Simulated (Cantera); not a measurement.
A perfectly stirred reactor is fed with CO : H₂ : CH₄ : O₂ : N₂ : CO₂ = 1 : 0.04 : 0.092 : 1.07 : 4.01 : 0.68 (molar parts), at 10.0 bar; it is adiabatic with a 323 K inlet, and is followed from long to short residence time, starting on the burning branch (τ in s: 0.026, 0.013, 0.0066, 0.0033, 0.0017, 0.00084, 0.00042, 0.00021, 0.00011, 5.3e-05).

Cantera simulation using GRI-Mech 3.0 (53 species, 325 reactions); the numbers are that mechanism's predictions, not measurements.

x: mole fraction; the columns are a selection and need not sum to one.

```json
[
 {"τ (s)": "0.026", "T (K)": "1796", "x CO": "0.00113", "x H₂": "2.12e-5", "x CH₄": "2.92e-6", "x HCO": "2.36e-9", "x O₂": "0.0578", "x CH₂": "4.08e-9", "x HCN": "2.87e-9"},
 {"τ (s)": "0.013", "T (K)": "1791", "x CO": "0.00178", "x H₂": "3.25e-5", "x CH₄": "4.67e-6", "x HCO": "4.72e-9", "x O₂": "0.0581", "x CH₂": "7.52e-9", "x HCN": "3.32e-9"},
 {"τ (s)": "0.0066", "T (K)": "1784", "x CO": "0.00280", "x H₂": "4.96e-5", "x CH₄": "7.39e-6", "x HCO": "9.36e-9", "x O₂": "0.0586", "x CH₂": "1.34e-8", "x HCN": "3.75e-9"},
 {"τ (s)": "0.0033", "T (K)": "1772", "x CO": "___", "x H₂": "___", "x CH₄": "___", "x HCO": "___", "x O₂": "0.0593", "x CH₂": "___", "x HCN": "4.05e-9"},
 {"τ (s)": "0.0017", "T (K)": "1754", "x CO": "0.00693", "x H₂": "0.000115", "x CH₄": "1.91e-5", "x HCO": "3.73e-8", "x O₂": "0.0604", "x CH₂": "3.86e-8", "x HCN": "4.13e-9"},
 {"τ (s)": "0.00084", "T (K)": "1724", "x CO": "0.0112", "x H₂": "0.000176", "x CH₄": "3.27e-5", "x HCO": "7.72e-8", "x O₂": "0.0625", "x CH₂": "6.29e-8", "x HCN": "3.99e-9"},
 {"τ (s)": "0.00042", "T (K)": "1670", "x CO": "0.0189", "x H₂": "0.000272", "x CH₄": "6.22e-5", "x HCO": "1.60e-7", "x O₂": "0.0661", "x CH₂": "9.49e-8", "x HCN": "3.63e-9"},
 {"τ (s)": "0.00021", "T (K)": "323", "x CO": "0.145", "x H₂": "0.00580", "x CH₄": "0.0133", "x HCO": "<1e-12", "x O₂": "0.155", "x CH₂": "<1e-12", "x HCN": "<1e-12"},
 {"τ (s)": "0.00011", "T (K)": "323", "x CO": "0.145", "x H₂": "0.00580", "x CH₄": "0.0133", "x HCO": "<1e-12", "x O₂": "0.155", "x CH₂": "<1e-12", "x HCN": "<1e-12"},
 {"τ (s)": "5.3e-5", "T (K)": "323", "x CO": "0.145", "x H₂": "0.00580", "x CH₄": "0.0133", "x HCO": "<1e-12", "x O₂": "0.155", "x CH₂": "<1e-12", "x HCN": "<1e-12"}
]
```

Task: Fill in the missing entries.

Result: 
- 0.0033, x CO: 0.00444
- 0.0033, x H₂: 7.64e-5
- 0.0033, x CH₄: 1.19e-5
- 0.0033, x HCO: 1.89e-8
- 0.0033, x CH₂: 2.33e-8
